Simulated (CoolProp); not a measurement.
100 sccm (0 °C, 1 atm) of nitrogen bubbles through liquid hexamethyldisiloxane (MM) at 339 K and leaves saturated at a total pressure of 0.15 MPa (ideal gas phase). Each further row changes one setting.

Computed with CoolProp (reference Helmholtz-energy equation of state, Thol 2016).

```
case                    vapour pressure (kPa)  mole fraction of vapour  delivery (mg/min)  delivery (sccm)  change of delivery for a bath 1 K warmer (%)
----------------------  ---------------------  -----------------------  -----------------  ---------------  --------------------------------------------
as stated                                32.6                    0.218                201             27.8                                           4.8
bath temperature 344 K                   39.1                    0.261                255             35.3                                           4.9
total pressure 0.3 MPa                   32.6                    0.109               88.4             12.2                                           4.2
```
